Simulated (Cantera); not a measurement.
What does this Cantera script print?

```python
import numpy as np
import cantera as ct

gas_names = [...]  # 123 gases of nasa_gas.yaml made of C, H, O, Si
cond_names = """
    C(gr) C6H6(L) C7H8(L) C8H18(L),n-octa H2O(s) H2O(L) Si(cr) Si(L) SiC(b) SiO2(Lqz) SiO2(hqz) SiO2(L)
""".split()


# ... load() reads the species with a 1 bar reference pressure and builds the phases ...
atoms = {
    'SiC': {'Si': 1, 'C': 1},
    'O2': {'O': 2},
    'H2': {'H': 2},
}
top_T = {'C(gr)': 4500, 'SiC(b)': 3050}  # K; cautious upper limits of use, not melting points


# ... equilibrate(T, P, feed) seeds the gas with the atoms and calls Mixture.equilibrate('TP', solver="vcs", rtol=1e-11, max_steps=5000) ...
results = []
feed = {'SiC': 1, 'O2': 0.014, 'H2': 700}  # mol
T = 2023.15  # K
P = 5.2  # Pa
mix = equilibrate(T, P, feed)
results.append((T, P, feed, dict(zip(mix.species_names, mix.species_moles))))
x = sorted(zip(gas.X, gas.species_names), reverse=True)
print(f"T = {T:g} K  P = {P:g} Pa  gas = {mix.phase_moles(0):.4g} mol")
print("   x: " + "  ".join(f"{s} {v:.3e}" for v, s in x if v > 1e-06))
print("   condensed (mol): " + ("  ".join(f"{mix.phase(i).name} {mix.phase_moles(i):.4g}"
      for i in range(1, mix.n_phases) if mix.phase_moles(i) > 1e-12) or "none"))
```

Output:

```
T = 2023.15 K  P = 5.2 Pa  gas = 792.5 mol
   x: H2 7.672e-01  H 2.309e-01  Si 1.210e-03  C2H2,acetylene 5.619e-04  SiC2 4.564e-05  CO 3.532e-05  SiH 4.913e-06  C2H 3.422e-06
   condensed (mol): none
```

Method: chemical equilibrium by Gibbs-energy minimisation in Cantera with the NASA 1993 tables (ideal gas, pure condensed phases).
